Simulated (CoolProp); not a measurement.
Vapour-liquid equilibrium of R113 (1) + acetone (2) at 0.081 MPa; x and y are mole fractions of (1).

The numbers come from the multi-fluid Helmholtz-energy mixture model, Marx 1992 and Lemmon 2006; pair parameters Bell 2016 in CoolProp.

```
x      bubble temperature, mixture model (°C)  bubble temperature, Raoult's law (°C)  y, mixture model  y, Raoult's law
-----  --------------------------------------  -------------------------------------  ----------------  ---------------
0.05                                     46.9                                   49.2             0.134            0.066
0.125                                    43.9                                   48.5             0.276            0.161
0.2                                      41.8                                   47.8             0.373            0.252
0.275                                    40.4                                   47.1             0.444            0.339
0.35                                     39.3                                   46.5             0.499            0.422
0.425                                    38.6                                   45.8             0.545            0.501
0.5                                      38.1                                   45.1             0.584            0.576
0.575                                    37.8                                   44.5             0.622            0.648
0.65                                     37.7                                   43.8             0.661            0.717
0.725                                    37.7                                   43.2             0.704            0.783
0.8                                      38.0                                   42.6             0.755            0.846
0.875                                    38.6                                   42.0             0.821            0.906
0.95                                     39.8                                   41.4             0.914            0.963
```

The largest gap from Raoult's law is -7.2 K in bubble temperature, at x = 0.425. y crosses x between x = 0.65 and 0.725: the model has an azeotrope there.

The pair parameters rest on a limited set of measurements; away from them the model extrapolates.
